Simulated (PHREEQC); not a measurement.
1 kg of water holding 0.062 mol KCl and 0.0072 mol Na2SO4 is evaporated at 25 °C; the solids stay in contact with the brine. The system is closed to CO2. Solids allowed: Arcanite, Glaserite, Halite, Mirabilite, Misenite, Sylvite, Thenardite. Others were left out.

The series has 28 steps of water left (kg), from 1 to 0.005012.

Model: Pitzer model, pitzer.dat, run in PHREEQC.

**Question.** Which solids form, in which order, and at which step of the series does each first stand?

**Answer.** Arcanite from water left = 0.02407 kg; Sylvite from water left = 0.01099 kg; Glaserite from water left = 0.006093 kg.
